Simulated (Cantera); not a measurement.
Feed: 1 mol SiH4, a varied amount of N2, equilibrated at 2123.15 K and 0.100 bar.

Method: chemical equilibrium by Gibbs-energy minimisation in Cantera with the NASA 1993 tables (ideal gas, pure condensed phases). Candidate condensed phases: Si, Si3N4; 18 gas species. The tables' values for SiN are old estimates; treat these amounts as uncertain. Gases not in the tables: Si2H6 and higher silanes. Rates play no part.

Task: At 1.3 mol N2, list the 5 most abundant gas species with their mole fractions, and the condensed phases.

Result: H2 0.598, N2 0.391, H 0.00878, Si 0.00170, SiH 0.000215. Condensed: Si(l).
